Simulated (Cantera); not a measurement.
Input: 1 mol Si₃N₄, 4.4 mol N₂O, 400 mol N₂, equilibrated at 61.0 mbar.

Method: chemical equilibrium by Gibbs-energy minimisation in Cantera with the NASA 1993 tables (ideal gas, pure condensed phases). Candidate condensed phases: Si, SiO₂, Si₂N₂O, Si₃N₄; 16 gas species. Mutual solubility and eutectic melting of coexisting phases are not modelled. The tables hold silica as quartz up to 1696 K and as liquid above; real silica turns to tridymite and cristobalite and melts near 1996 K. Equilibrium is a limit: real reactors are often held back by kinetics, nucleation or transport.

Problem. What share of the Si ends up in condensed phases as a function of T (K), at 1550, 1575, 1600, 1625, 1650, 1675, 1700, 1725, 1750, 1775, 1800?

Solution. 
```
T (K)  Si condensed (%)                          as
-----  ----------------  --------------------------
1550               95.4  SiO₂(β-quartz) + Si₂N₂O(s)
1575               91.5  SiO₂(β-quartz) + Si₂N₂O(s)
1600               84.6  SiO₂(β-quartz) + Si₂N₂O(s)
1625               72.5  SiO₂(β-quartz) + Si₂N₂O(s)
1650               51.7  SiO₂(β-quartz) + Si₂N₂O(s)
1675               46.7              SiO₂(β-quartz)
1700               46.7             SiO₂(condensed)
1725               46.7             SiO₂(condensed)
1750               46.7             SiO₂(condensed)
1775               46.7             SiO₂(condensed)
1800               46.7             SiO₂(condensed)
```
